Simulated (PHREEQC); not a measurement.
**Acid rinse or clean: an equilibrium model**

Make-up at 20 °C: 82 mmol/kgw HBr, 23 mmol/kgw ZnSO4 and 1.4 mmol/kgw MgCl2. Closed to the air; pH follows from the charge balance.

The numbers come from PHREEQC with the ion-association model, phreeqc.dat.

```json
{
 "pH": "1.25",
 "ionic_strength": "0.138 mol/kgw",
 "specific_conductance": "24400 µS/cm",
 "density": "1.006 g/cm³",
 "total_alkalinity": "-82.0 meq/kg"
}
```

```tsv
species	molality	activity	log γ
Br-	0.0819	0.0596	-0.138
H+	0.0687	0.0559	-0.090
Zn+2	0.0196	0.00670	-0.467
HSO4-	0.0133	0.0102	-0.116
SO4-2	0.00617	0.00208	-0.472
ZnSO4	0.00304	0.00314	0.014
Cl-	0.00276	0.00206	-0.128
Mg+2	0.00121	0.000458	-0.422
```

No solid was allowed to form.
